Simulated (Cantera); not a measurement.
**Hydrocarbon pyrolysis for carbon deposition**

A perfectly stirred reactor is fed with 1.03 % C₂H₆, 99.0 % N₂, at 0.975 Torr; it is held at 1475 K, and followed from long to short residence time.

Detailed kinetics in Cantera: GRI-Mech 3.0 (53 species, 325 reactions). GRI-Mech 3.0 stops at C3 and has no aromatics, soot or wall deposition, so with more carbon than oxygen in the feed, carbon stays in small species such as C2H2 where larger ones or solid carbon would form. Radical loss at walls, strong at low pressure, is not modelled.

```
τ (s)      x C₂H₆    x C₂H₄       x H      x H₂     x HCN     x CH₂    x C₂H₂
-------  --------  --------  --------  --------  --------  --------  --------
2.3      0.000183  0.000831  0.000183    0.0156   9.54e-6   2.24e-6   0.00790
0.46     0.000794   0.00245  0.000200    0.0118   4.20e-6   3.89e-6   0.00525
0.093     0.00316   0.00381  0.000177   0.00625   1.54e-6   4.99e-6   0.00158
0.019     0.00805   0.00125   8.02e-5   0.00125   2.34e-7   2.60e-6   5.43e-5
0.0037     0.0101   3.06e-5   7.08e-6   2.59e-5  5.85e-10   1.66e-7   3.61e-8
0.00074    0.0103   2.66e-7   1.76e-7   1.31e-7    <1e-12   1.75e-9  2.00e-11
0.00015    0.0103   3.16e-9   6.02e-9  9.11e-10    <1e-12  1.48e-11    <1e-12
```
x: mole fraction; the columns are a selection and need not sum to one.
